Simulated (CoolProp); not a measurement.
Computed with CoolProp (reference Helmholtz-energy equation of state, Thol 2016).

### Question
Give the vapour pressure (kPa), liquid density (kg/m³), vapour density (kg/m³), enthalpy of vaporisation (kJ/kg) of saturated hexamethyldisiloxane (MM) at 354.4, 360.4, 372.4 K.

### Answer
| T (K) | p (kPa) | liquid density (kg/m³) | vapour density (kg/m³) | enthalpy of vaporisation (kJ/kg) |
|---|---|---|---|---|
| 354.4 | 55.8 | 698 | 3.21 | 203 |
| 360.4 | 67.8 | 691 | 3.86 | 200 |
| 372.4 | 97.7 | 676 | 5.46 | 193 |
